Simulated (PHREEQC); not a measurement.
PHREEQC input (Pitzer model, pitzer.dat):

```
SOLUTION 1
  temp 35
  units mol/kgw
  pH 7 charge
  Cl 2
  Mg 1
END
SELECTED_OUTPUT 1
  -reset false
  -pH true
  -pe true
  -ionic_strength true
  -water true
  -totals Cl K Mg S
  -molalities H+ K+ Mg+2 Cl- SO4-2 OH- HSO4- MgOH+
  -equilibrium_phases Arcanite Bischofite Brucite Carnallite Epsomite Hexahydrite Kainite Kieserite Leonite Misenite
    Schoenite Sylvite MgCl2_4H2O
PRINT
  -reset false
USE solution 1
REACTION_TEMPERATURE 1
  10 15.3 20.7 26 31.3 36.7 42 47.3 52.7 58 63.3 68.7 74 79.3 84.7 90
EQUILIBRIUM_PHASES 1
  Arcanite 0 30
  Bischofite 0 0
  Brucite 0 0
  Carnallite 0 0
  Epsomite 0 0
  Hexahydrite 0 0
  Kainite 0 0
  Kieserite 0 0
  Leonite 0 0
  Misenite 0 0
  Schoenite 0 0
  Sylvite 0 0
  MgCl2_4H2O 0 0
END
```

Selected output (columns that matter, 16 of 16 rows; T (°C) added in front):

```
T (°C)	pH	mu	K	S	m_H+	m_K+	m_Mg+2	m_SO4-2	m_OH-	Arcanite
10	6.4062	5.208	1.472	0.736	2.2176e-07	1.472	1	0.736	3.2763e-08	29.264
15.3	6.3492	5.3517	1.5678	0.78391	2.5885e-07	1.5678	1	0.78391	4.39e-08	29.216
20.7	6.2965	5.4983	1.6655	0.83277	2.9807e-07	1.6655	1	0.83277	5.8613e-08	29.167
26	6.2495	5.6425	1.7617	0.88085	3.3718e-07	1.7617	1	0.88085	7.7189e-08	29.119
31.3	6.2069	5.7875	1.8583	0.92916	3.7603e-07	1.8583	1	0.92915	1.0086e-07	29.071
36.7	6.1678	5.9362	1.9575	0.97875	4.1443e-07	1.9575	1	0.97874	1.3145e-07	29.021
42	6.1334	6.0838	2.0559	1.0279	4.5003e-07	2.0559	1	1.0279	1.6929e-07	28.972
47.3	6.1028	6.2333	2.1556	1.0778	4.8263e-07	2.1556	1	1.0778	2.166e-07	28.922
52.7	6.0753	6.3883	2.2589	1.1294	5.1183e-07	2.2589	0.99999	1.1294	2.7673e-07	28.871
58	6.0518	6.5435	2.3624	1.1812	5.3568e-07	2.3624	0.99999	1.1812	3.5e-07	28.819
63.3	6.0318	6.7024	2.4683	1.2342	5.5396e-07	2.4683	0.99999	1.2341	4.4047e-07	28.766
68.7	6.0149	6.8689	2.5793	1.2896	5.6614e-07	2.5793	0.99999	1.2896	5.5423e-07	28.71
74	6.0016	7.0374	2.6917	1.3458	5.7116e-07	2.6917	0.99998	1.3458	6.9173e-07	28.654
79.3	5.9917	7.212	2.808	1.404	5.6888e-07	2.808	0.99998	1.404	8.606e-07	28.596
84.7	5.9852	7.397	2.9314	1.4657	5.5878e-07	2.9314	0.99997	1.4657	1.0723e-06	28.534
90	5.9822	7.5868	3.0579	1.529	5.4113e-07	3.0579	0.99997	1.5289	1.3282e-06	28.471
```

Complexes and solids missing from the database can't appear. At this temperature some constants are extrapolated from 25 °C, and those without enthalpy data are left unchanged.
